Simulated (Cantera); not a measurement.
An isothermal, constant-pressure homogeneous reactor starts with N2O : O2 = 1 : 0.61 (molar parts), at 1025 K and 1.58 atm. Integrator tolerance rtol = 1e-08.

Cantera simulation using GRI-Mech 3.0 (53 species, 325 reactions); the numbers are that mechanism's predictions, not measurements. GRI-Mech 3.0 was tuned for natural gas; its chemistry of N2O as a main component is partial and can be far from experiment. The mechanism lacks the step 2 NO + O2 → 2 NO2, which can matter for NO2 below about 1400 K. The temperature is held fixed by assumption; the heat of reaction is taken as removed at once.

What does this change do: N2O 1 to 0.56 parts?


```
quantity                                            before                                     after
----------------  ----------------------------------------  ----------------------------------------
x(N2O) at 40.0 s     0.295 (gas-phase equilibrium 3.97e-9)     0.234 (gas-phase equilibrium 3.50e-9)
x(O2) at 40.0 s        0.451 (gas-phase equilibrium 0.526)       0.565 (gas-phase equilibrium 0.614)
x(NO) at 40.0 s    0.00940 (gas-phase equilibrium 5.05e-5)   0.00746 (gas-phase equilibrium 4.92e-5)
x(N2) at 40.0 s        0.244 (gas-phase equilibrium 0.474)       0.194 (gas-phase equilibrium 0.386)
x(NO2) at 40.0 s  0.000245 (gas-phase equilibrium 4.57e-6)  0.000195 (gas-phase equilibrium 4.82e-6)
x(O) at 40.0 s    3.32e-8 (gas-phase equilibrium 1.90e-10)  3.32e-8 (gas-phase equilibrium 2.06e-10)
```

What does this change do: temperature 1025 to 1525 K?


```
quantity                                            before                                     after
----------------  ----------------------------------------  ----------------------------------------
x(N2O) at 40.0 s     0.295 (gas-phase equilibrium 3.97e-9)   2.31e-6 (gas-phase equilibrium 1.01e-7)
x(O2) at 40.0 s        0.451 (gas-phase equilibrium 0.526)       0.485 (gas-phase equilibrium 0.525)
x(NO) at 40.0 s    0.00940 (gas-phase equilibrium 5.05e-5)    0.0805 (gas-phase equilibrium 0.00170)
x(N2) at 40.0 s        0.244 (gas-phase equilibrium 0.474)       0.433 (gas-phase equilibrium 0.473)
x(NO2) at 40.0 s  0.000245 (gas-phase equilibrium 4.57e-6)  0.000767 (gas-phase equilibrium 1.68e-5)
x(O) at 40.0 s    3.32e-8 (gas-phase equilibrium 1.90e-10)   3.14e-6 (gas-phase equilibrium 3.27e-6)
```

What does this change do: pressure from 1.58 atm to 0.0207 atm?


| quantity | before | after |
|---|---|---|
| x(N2O) at 40.0 s | 0.295 (gas-phase equilibrium 3.97e-9) | 0.613 (gas-phase equilibrium 4.55e-10) |
| x(O2) at 40.0 s | 0.451 (gas-phase equilibrium 0.526) | 0.381 (gas-phase equilibrium 0.526) |
| x(NO) at 40.0 s | 0.00940 (gas-phase equilibrium 5.05e-5) | 0.000299 (gas-phase equilibrium 5.05e-5) |
| x(N2) at 40.0 s | 0.244 (gas-phase equilibrium 0.474) | 0.00633 (gas-phase equilibrium 0.474) |
| x(NO2) at 40.0 s | 0.000245 (gas-phase equilibrium 4.57e-6) | 1.06e-7 (gas-phase equilibrium 5.24e-7) |
| x(O) at 40.0 s | 3.32e-8 (gas-phase equilibrium 1.90e-10) | 7.33e-8 (gas-phase equilibrium 1.66e-9) |
Radical loss at walls, strong at low pressure, is not modelled.
